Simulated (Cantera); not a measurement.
Charge: 1 mol CO2, 0.086 mol H2O, 0.021 mol O2, equilibrated at 50.0 bar.

Method: chemical equilibrium by Gibbs-energy minimisation in Cantera with the NASA 1993 tables (ideal gas, pure condensed phases). Candidate condensed phases: C, C6H6, C7H8, C8H18, H2O; 110 gas species. The ideal-gas law is rough above about 30 bar. Kinetics and transport are ignored.

x: gas mole fraction; nothing condenses.

```json
[
 {"T (K)": "2473", "x CO2": "0.869", "x CO": "0.0228", "x O2": "0.0295", "x H2O": "0.0750", "x OH": "0.00265", "x O": "(withheld)"},
 {"T (K)": "2523", "x CO2": "0.861", "x CO": "0.0283", "x O2": "0.0320", "x H2O": "0.0745", "x OH": "0.00315", "x O": "(withheld)"},
 {"T (K)": "2573", "x CO2": "0.852", "x CO": "0.0346", "x O2": "0.0350", "x H2O": "0.0738", "x OH": "0.00373", "x O": "(withheld)"},
 {"T (K)": "2623", "x CO2": "0.841", "x CO": "0.0417", "x O2": "0.0382", "x H2O": "0.0731", "x OH": "0.00438", "x O": "(withheld)"},
 {"T (K)": "2673", "x CO2": "0.829", "x CO": "0.0497", "x O2": "0.0419", "x H2O": "0.0723", "x OH": "0.00512", "x O": "(withheld)"},
 {"T (K)": "2723", "x CO2": "0.816", "x CO": "0.0586", "x O2": "0.0460", "x H2O": "0.0713", "x OH": "0.00595", "x O": "(withheld)"},
 {"T (K)": "2773", "x CO2": "0.801", "x CO": "0.0683", "x O2": "0.0504", "x H2O": "0.0703", "x OH": "0.00688", "x O": "(withheld)"},
 {"T (K)": "2823", "x CO2": "0.785", "x CO": "0.0789", "x O2": "0.0552", "x H2O": "0.0692", "x OH": "0.00791", "x O": "(withheld)"},
 {"T (K)": "2873", "x CO2": "0.768", "x CO": "0.0904", "x O2": "0.0604", "x H2O": "0.0679", "x OH": "0.00904", "x O": "(withheld)"},
 {"T (K)": "2923", "x CO2": "0.750", "x CO": "0.103", "x O2": "0.0659", "x H2O": "0.0666", "x OH": "0.0103", "x O": "(withheld)"},
 {"T (K)": "2973", "x CO2": "0.730", "x CO": "0.116", "x O2": "0.0717", "x H2O": "0.0651", "x OH": "0.0116", "x O": "(withheld)"},
 {"T (K)": "3023", "x CO2": "0.709", "x CO": "0.130", "x O2": "0.0777", "x H2O": "0.0635", "x OH": "0.0130", "x O": "(withheld)"},
 {"T (K)": "3073", "x CO2": "0.687", "x CO": "0.144", "x O2": "0.0840", "x H2O": "0.0618", "x OH": "0.0145", "x O": "(withheld)"},
 {"T (K)": "3123", "x CO2": "0.664", "x CO": "0.159", "x O2": "0.0905", "x H2O": "0.0601", "x OH": "0.0162", "x O": "(withheld)"}
]
```

### Question
Fill in the missing entries.

### Answer

- 2473, x O: 0.000308
- 2523, x O: 0.000410
- 2573, x O: 0.000543
- 2623, x O: 0.000714
- 2673, x O: 0.000932
- 2723, x O: 0.00121
- 2773, x O: 0.00155
- 2823, x O: 0.00197
- 2873, x O: 0.00250
- 2923, x O: 0.00313
- 2973, x O: 0.00390
- 3023, x O: 0.00483
- 3073, x O: 0.00593
- 3123, x O: 0.00722
